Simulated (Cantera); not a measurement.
Nitride etching: BN + HCl + N₂

Input: 1 mol BN, 59 mol HCl, 5.5 mol N₂, at 1152 °C and 133 Pa.

Method: chemical equilibrium by Gibbs-energy minimisation in Cantera with the NASA 1993 tables (ideal gas, pure condensed phases). Candidate condensed phases: B, BN, NH₄Cl; 21 gas species. The tables' values for BCl₂ are old estimates; treat these amounts as uncertain. Gases not in the tables: BHCl₂. Rates play no part.

```
Quantity                            Result
-------------------------------  ---------
x(HCl)                               0.867
x(N₂)                               0.0930
x(H₂)                               0.0236
x(BCl₃)                             0.0154
x(Cl)                             0.000863
x(BCl₂)                            4.61e-5
x(H)                               2.87e-5
x(BCl)                             5.60e-6
gas amount                       64.53 mol
log10 activity of B(s) (absent)      -3.38
```
